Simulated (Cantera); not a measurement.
## Si + SF6 + N2 (silicon etching in halogen gases)

Charge: 1 mol Si, 1.7 mol SF6, 19 mol N2, at 8.60 Pa.

Method: chemical equilibrium by Gibbs-energy minimisation in Cantera with the NASA 1993 tables (ideal gas, pure condensed phases). Candidate condensed phases: S, Si, Si3N4; 29 gas species. The tables' values for S2F2 (SSF2), SF3 are old estimates; treat these amounts as uncertain. The numbers say what is thermodynamically allowed, not how fast it happens.

From 225 °C to 425 °C nothing is condensed. The main Si-bearing gas is SiF4 throughout.

```
T (°C)   x N2    x SF4  x SiF4    x SF6  x S2F2 (SSF2)
------  -----  -------  ------  -------  -------------
225     0.891  0.00805  0.0469   0.0374         0.0171
250     0.890   0.0134  0.0468   0.0341         0.0160
275     0.888   0.0206  0.0468   0.0297         0.0146
300     0.887   0.0290  0.0467   0.0246         0.0129
325     0.885   0.0377  0.0466   0.0193         0.0111
350     0.884   0.0459  0.0465   0.0143        0.00941
375     0.883   0.0526  0.0465   0.0102        0.00800
400     0.882   0.0578  0.0464  0.00701        0.00691
425     0.881   0.0615  0.0464  0.00474        0.00610
```
x: gas mole fraction; nothing condenses.
